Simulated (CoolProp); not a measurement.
Isohexane along the isotherm 524.8 K: density (kg/m³) from the reference equation and from simpler models built on Tc = 497.7 K, pc = 30.43 bar, ω = 0.280; each cubic takes its own stable root.

Model: reference Helmholtz-energy equation of state, Lemmon 2006, in CoolProp. It is a short technical equation, of lower accuracy than the large ones.

| p (bar) | phase | reference |
|---|---|---|
| 3.8 | gas | 7.792 |
| 7.61 | gas | 16.26 |
| 11.4 | gas | 25.50 |
| 15.2 | gas | 35.79 |
| 19 | gas | 47.43 |
| 22.8 | gas | 60.90 |
| 26.6 | gas | 76.98 |
| 30.4 | gas | 97.02 |
| 34.2 | supercritical | 123.6 |
| 38 | supercritical | 162.3 |
| 41.8 | supercritical | 220.2 |
| 45.6 | supercritical | 274.6 |

Q: How far does each simpler model (ideal gas, Redlich-Kwong) lie from the reference over these 12 states: mean and median of the absolute difference, and the worst?

A: 
- ideal gas: mean 32.1 %, median 28.9 %, worst -67.2 % at 524.8 K and 45.6 bar
- Redlich-Kwong: mean 1.2 %, median 0.2 %, worst -8.4 % at 524.8 K and 45.6 bar
